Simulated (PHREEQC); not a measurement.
0.15 g of hydrous ferric oxide (600 m²/g; 0.2 weak and 0.005 strong sites per Fe, Dzombak-Morel constants, diffuse double layer) in 1 kg of water with 0.001 mol/kgw of an inert sodium salt and 4e-05 mol/kgw MgCl2 and 5.8e-05 mol/kgw CuSO4, at 25 °C; the pH is set by adding NaOH or the inert anion's acid. Oxygen is held at 0.21 atm. The system is closed to CO2. No solid was allowed to form.

Base run: PHREEQC, ion-association model, wateq4f.dat. Each further column changes one thing. The table gives S sorbed (%).

| pH | base | no electrostatic term (-no_edl) | background salt from 0.001 to 0.0001 mol/kgw | oxide from 0.15 to 0.75 g/kgw |
|---|---|---|---|---|
| 3 | 100.0 | 0.1 | 100.0 | 100.0 |
| 3.75 | 100.0 | 0.1 | 100.0 | 100.0 |
| 4.5 | 99.7 | 0.1 | 99.8 | 100.0 |
| 4.88 | 99.0 | 0.1 | 99.3 | 100.0 |
| 5.62 | 91.0 | 0.1 | 92.9 | 99.6 |
| 6.38 | 60.8 | 0.1 | 64.0 | 92.2 |
| 7.12 | 20.3 | 0.1 | 22.1 | 39.0 |
| 7.5 | 6.7 | 0.1 | 7.4 | 12.3 |
| 8.25 | 0.4 | 0.1 | 0.4 | 0.6 |
| 9 | 0.0 | 0.1 | 0.0 | 0.0 |

The database's constant for dissolved Cu(OH)2 is higher than later reviews accept. The oxide is taken as insoluble; below pH 4 it would dissolve.
